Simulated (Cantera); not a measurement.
A closed system holds: 1 mol Si, 4 mol NF3, held at 475 K and 750 Torr.

Equilibrium computed with Cantera from the NASA thermochemical tables; the gas is ideal and each condensed phase is pure. Candidate condensed phases: Si, Si3N4; 16 gas species. Equilibrium is a limit: real reactors are often held back by kinetics, nucleation or transport.

Base state: NF3 0.615, SiF4 0.231, N2 0.154, F2 2.17e-5 (mole fractions); condensed: gas only.

What changes in the equilibrium state with this change: temperature from 475 K to 700 K?


```
species   before     after
-------  -------  --------
NF3        0.615     0.587
SiF4       0.231     0.227
N2         0.154     0.160
F2       2.17e-5    0.0266
F        9.25e-9  0.000235
```

What changes in the equilibrium state with this change: temperature from 475 K to 873.15 K?


| species | before | after |
|---|---|---|
| F2 | 2.17e-5 | 0.292 |
| NF3 | 0.615 | 0.291 |
| N2 | 0.154 | 0.222 |
| F | 9.25e-9 | 0.0126 |
| SiF4 | 0.231 | 0.183 |
